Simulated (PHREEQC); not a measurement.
## Buffer

Solution (25 °C): 110 mmol/kgw HF, 0.078 mmol/kgw Na2B4O7 and 1.5 mmol/kgw NaCl. Closed to the air; pH follows from the charge balance.

All values are PHREEQC results (ion-association model, wateq4f.dat), not measurements.

Each row changes one thing in this solution. This is a speciation only: nothing precipitates in the calculation.

| case | pH | ionic strength (mol/kgw) | HF (mol/kgw) | H2F2 (mol/kgw) | F- (mol/kgw) | HF2- (mol/kgw) | SI of Halite (NaCl) |
|---|---|---|---|---|---|---|---|
| as made | 2.10 | 0.0104 | 0.0716 | 0.0134 | 0.00670 | 0.00185 | -7.28 |
| Na2B4O7 replaced by NaBr at the same molality | 2.10 | 0.0103 | 0.0722 | 0.0136 | 0.00678 | 0.00188 | -7.30 |
| temperature from 25 to 80 °C | 2.25 | 0.00782 | 0.0956 | 0.00272 | 0.00426 | 0.00175 | -7.38 |
| diluted 5-fold with water | 2.46 | 0.00400 | 0.0165 | 0.000709 | 0.00342 | 0.000217 | -8.65 |
| Na2B4O7 from 7.8e-05 to 7.02e-05 mol/kgw | 2.10 | 0.0103 | 0.0717 | 0.0134 | ___ | 0.00185 | -7.28 |
| HF from 0.11 to 0.099 mol/kgw | 2.12 | 0.00990 | 0.0656 | 0.0112 | 0.00646 | 0.00163 | -7.28 |
| 0.025 mol/kgw NaH2PO4 added | 2.33 | ___ | 0.0674 | 0.0119 | 0.0114 | ___ | -6.13 |
| NaCl from 0.0015 to 0.00075 mol/kgw | 2.10 | ___ | 0.0716 | 0.0134 | 0.00668 | 0.00184 | -7.84 |

Question: Fill in the missing entries.

Answer: 
- Na2B4O7 from 7.8e-05 to 7.02e-05 mol/kgw, F- (mol/kgw): 0.00671
- 0.025 mol/kgw NaH2PO4 added, ionic strength (mol/kgw): 0.0319
- 0.025 mol/kgw NaH2PO4 added, HF2- (mol/kgw): 0.00298
- NaCl from 0.0015 to 0.00075 mol/kgw, ionic strength (mol/kgw): 0.00958

Species that the database lacks are ignored. wateq4f.dat counts part of the HF as a dimer, H2F2, which phreeqc.dat doesn't know; its constant is uncertain. H3PO4, which wateq4f.dat lacks, is added to it with the constant of phreeqc.dat. Away from 25 °C the constants follow the database's enthalpies or fits; those with neither stay at their 25 °C values. Real BF4- forms and hydrolyses slowly; the run takes it at equilibrium.
